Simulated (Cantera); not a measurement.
# Equilibrium for silicon etching in halogen gases: Si + F2 + N2

A closed system holds: 1 mol Si, a varied amount of F2, 26 mol N2, held at 548 K and 100000 Pa.

Method: chemical equilibrium by Gibbs-energy minimisation in Cantera with the NASA 1993 tables (ideal gas, pure condensed phases). Candidate condensed phases: Si, Si3N4; 16 gas species. N2 is the only nitrogen source here; it is nearly inert below about 1500 K, so the nitride shown seldom forms there in practice. The numbers say what is thermodynamically allowed, not how fast it happens.

```
n(F2) (mol)   x N2   x NF3   x SiF4     x F2      x F  n Si3N4(s)
-----------  -----  ------  -------  -------  -------  ----------
0.5          0.990  <1e-12  0.00971   <1e-12   <1e-12       0.250
1.2          0.977  <1e-12   0.0228   <1e-12   <1e-12       0.133
1.9          0.965  <1e-12   0.0353   <1e-12   <1e-12      0.0167
2.5          0.951  0.0123   0.0368  1.70e-5  1.24e-7           0
3.2          0.934  0.0292   0.0365  3.04e-5  1.66e-7           0
3.9          0.918  0.0458   0.0362  4.13e-5  1.94e-7           0
4.6          0.902  0.0622   0.0359  5.10e-5  2.15e-7           0
5.2          0.888  0.0760   0.0356  5.86e-5  2.31e-7           0
5.9          0.873  0.0918   0.0353  6.68e-5  2.46e-7           0
```
x: gas mole fraction; n: condensed amount in mol.

From 0.5 mol F2 to 1.9 mol F2 the condensed part is Si3N4(s). From 2.5 mol F2 to 5.9 mol F2 nothing is condensed. The main Si-bearing gas is SiF4 throughout.
